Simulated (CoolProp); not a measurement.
A single-stage vapour-compression cycle with hydrogen sulfide: evaporating at 277.15 K (dew point), condensing at 338.15 K (bubble point), superheat 8 K, subcooling 0 K, compressor efficiency 0.8, no pressure losses. Each further row changes one setting.

Computed with CoolProp (reference Helmholtz-energy equation of state, Lemmon 2006). It is a short technical equation, of lower accuracy than the large ones.

```json
[
 {"case": "as stated", "cooling COP": "2.48", "pressure ratio": "4.14", "discharge temperature (K)": "429.8", "refrigerating effect (kJ/kg)": "322", "volumetric capacity (kJ/m³)": "6040"},
 {"case": "evaporating temperature 282.15 K", "cooling COP": "2.80", "pressure ratio": "3.60", "discharge temperature (K)": "420.5", "refrigerating effect (kJ/kg)": "324", "volumetric capacity (kJ/m³)": "6950"},
 {"case": "condensing temperature 333.15 K", "cooling COP": "2.81", "pressure ratio": "3.76", "discharge temperature (K)": "418.3", "refrigerating effect (kJ/kg)": "336", "volumetric capacity (kJ/m³)": "6290"},
 {"case": "subcooling 5 K", "cooling COP": "2.59", "pressure ratio": "4.14", "discharge temperature (K)": "429.8", "refrigerating effect (kJ/kg)": "336", "volumetric capacity (kJ/m³)": "6300"},
 {"case": "superheat 18 K", "cooling COP": "2.45", "pressure ratio": "4.14", "discharge temperature (K)": "444.4", "refrigerating effect (kJ/kg)": "334", "volumetric capacity (kJ/m³)": "5970"},
 {"case": "compressor efficiency 0.7", "cooling COP": "2.17", "pressure ratio": "4.14", "discharge temperature (K)": "444.2", "refrigerating effect (kJ/kg)": "322", "volumetric capacity (kJ/m³)": "6040"}
]
```
